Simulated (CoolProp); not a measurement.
The numbers come from the reference Helmholtz-energy equation of state, Lemmon 2006 in CoolProp. It is a short technical equation, of lower accuracy than the large ones.

Q: For C2F6 (R116), give the phase and the cv (kJ/(kg K)), isothermal compressibility (1/MPa), expansivity (1/kK), viscosity (µPa s) at 116.65 °C and 2.74 MPa; 151.85 °C and 2.74 MPa.

A: 
- 116.65 °C and 2.74 MPa: gas; cv 0.853, isothermal compressibility 0.407, expansivity 3.96, viscosity 20.5
- 151.85 °C and 2.74 MPa: gas; cv 0.888, isothermal compressibility 0.390, expansivity 3.23, viscosity 22.0

Viscosity comes from a separate model (Huber 2003), an estimate that may be off by 10 % or more.
